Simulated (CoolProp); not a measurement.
Vapour pressure (MPa) of propane: the reference equation beside estimates from Tc = 369.9 K, pc = 4.251 MPa, ω = 0.152. Clausius-Clapeyron is anchored at 234.5 K with a constant enthalpy of vaporisation of 18.60 kJ/mol.

Model: reference Helmholtz-energy equation of state, Lemmon 2009, in CoolProp.

```csv
T (K),reference,Clausius-Clapeyron,van der Waals
228.4,0.09007,0.09126,0.4350
234.5,0.1178,0.1178,0.5039
240.5,0.1510,0.1494,0.5784
246.6,0.1918,?,0.6614
252.7,0.2406,?,0.7518
258.8,0.2982,0.2885,0.8501
264.9,0.3657,0.3520,0.9564
271,0.4441,0.4257,1.071
277.1,0.5343,0.5106,1.194
283.2,0.6375,0.6076,1.326
289.2,0.7527,0.7158,1.464
295.3,0.8848,?,1.614
301.4,?,0.9790,1.773
307.5,?,?,1.942
```

### Question
What belongs in the gaps?

### Answer

- 246.6, Clausius-Clapeyron: 0.1881
- 252.7, Clausius-Clapeyron: 0.2341
- 295.3, Clausius-Clapeyron: 0.8398
- 301.4, reference: 1.033
- 307.5, reference: 1.199
- 307.5, Clausius-Clapeyron: 1.134

Absolute difference from the reference over all 14 rows, mean and median: Clausius-Clapeyron 3.4 and 3.9 %, van der Waals 177.2 and 151.3 %.
